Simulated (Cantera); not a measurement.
# Reactions in the system H-O-P

Source: NASA polynomial tables (part measured, part estimated), evaluated in Cantera. Values are per mole of reaction as written; species without (g) are pure solids or liquids, kept so even where they would boil at 1 bar.

6 H2(g) + P4O10 ⇌ 10 O(g) + 4 PH3(g)

```tsv
T (K)	ΔH° (kJ)	ΔS° (J/K)	ΔG° (kJ)	log10 K
375	5520.9	1431.5	4984.1	-694.23
400	5519.7	1428.3	4948.4	-646.18
425	5518.3	1424.9	4912.7	-603.78
450	5516.7	1421.2	4877.1	-566.11
475	5514.9	1417.5	4841.6	-532.41
500	5513.1	1413.6	4806.2	-502.09
525	5511.0	1409.7	4770.9	-474.67
550	5508.9	1405.7	4735.8	-449.75
```

P4(g) + 6 H2O2(g) ⇌ 4 PH3(g) + 6 O2(g)

```
T (K)  ΔH° (kJ)  ΔS° (J/K)  ΔG° (kJ)  log10 K
-----  --------  ---------  --------  -------
375       780.6      384.9     636.3   -88.63
400       780.6      384.8     626.7   -81.83
425       780.5      384.5     617.1   -75.84
450       780.4      384.3     607.4   -70.51
475       780.3      384.0     597.8   -65.74
500       780.1      383.8     588.2   -61.45
525       780.0      383.5     578.7   -57.57
550       779.9      383.3     569.1   -54.04
```

10 O3(g) + 3 P4(g) ⇌ 3 P4O10(g)

```tsv
T (K)	ΔH° (kJ)	ΔS° (J/K)	ΔG° (kJ)	log10 K
375	-10307.6	-2019.8	-9550.2	1330.24
400	-10307.1	-2018.5	-9499.7	1240.51
425	-10306.3	-2016.6	-9449.3	1161.34
450	-10305.4	-2014.4	-9398.9	1090.97
475	-10304.2	-2011.9	-9348.5	1028.02
500	-10302.8	-2009.1	-9298.3	971.37
525	-10301.3	-2006.2	-9248.1	920.12
550	-10299.7	-2003.2	-9198.0	873.53
```
